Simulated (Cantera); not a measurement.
Charge: 1 mol TiO2, 0.35 mol SiCl4, 2.4 mol O2, held at 1475 °C and 3.38 Torr.

Equilibrium computed with Cantera from the NASA thermochemical tables; the gas is ideal and each condensed phase is pure. Candidate condensed phases: Si, SiO2, Ti, TiCl2, TiCl3, TiCl4, TiO, TiO2, Ti2O3, Ti3O5, Ti4O7; 24 gas species. Mutual solubility and eutectic melting of coexisting phases are not modelled. The tables hold silica as quartz up to 1696 K and as liquid above; real silica turns to tridymite and cristobalite and melts near 1996 K. Condensed phases not in the tables: alloys, solid solutions and most ternary compounds. The numbers say what is thermodynamically allowed, not how fast it happens.

Base state: O2 0.600, Cl 0.387, Cl2 0.0112, O 0.000848, ClO 0.000376 (mole fractions); condensed: SiO2(condensed) + TiO2(rutile).

Question: What changes in the equilibrium state with this change: pressure from 3.38 Torr to 46.5 Torr?

Answer: 
```tsv
species	before	after
O2	0.600	0.641
Cl	0.387	0.278
Cl2	0.0112	0.0794
TiCl4	9.27e-7	4.38e-5
O	0.000848	0.000236
ClO	0.000376	0.00104
SiO2(condensed), mol	0.350	0.350
TiO2(rutile), mol	1.000	1.000
```

Question: What changes in the equilibrium state with this change: temperature from 1475 °C to 1325 °C?

Answer: 
```tsv
species	before	after
O2	0.600	0.620
Cl	0.387	0.337
Cl2	0.0112	0.0432
O	0.000848	0.000166
ClO	0.000376	0.000388
SiO2(condensed), mol	0.350	0
TiO2(rutile), mol	1.000	1.000
SiO2(β-quartz), mol	0	0.350
```
